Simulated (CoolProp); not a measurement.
A closed Brayton cycle with carbon dioxide: compressor inlet 317.15 K and 8.4 MPa, high pressure 28.6 MPa, turbine inlet 690 K, compressor efficiency 0.85, turbine efficiency 0.85, recuperator effectiveness 0.95 (on enthalpy, no pinch check). Each further row changes one setting.

Computed with CoolProp (reference Helmholtz-energy equation of state, Span 1996).

| case | thermal efficiency (%) | net work (kJ/kg) | compressor to turbine work | compressor exit (K) | turbine exit (K) |
|---|---|---|---|---|---|
| as stated | 27.7 | 62.7 | 0.48 | 408.0 | 564.6 |
| turbine inlet 640 K | [?] | 51.3 | [?] | 408.0 | [?] |
| compressor inlet 327.15 K | 24.7 | 52.0 | [?] | 431.4 | 564.6 |
| high pressure 24.3 MPa | 28.1 | 58.5 | 0.45 | [?] | 580.9 |
| recuperator effectiveness 0.5 | [?] | 62.7 | 0.48 | 408.0 | 564.6 |

Problem. Complete the blanks.

Solution. 
- turbine inlet 640 K, thermal efficiency (%): 24.2
- turbine inlet 640 K, compressor to turbine work: 0.53
- turbine inlet 640 K, turbine exit (K): 518.8
- compressor inlet 327.15 K, compressor to turbine work: 0.57
- high pressure 24.3 MPa, compressor exit (K): 395.6
- recuperator effectiveness 0.5, thermal efficiency (%): 20.4
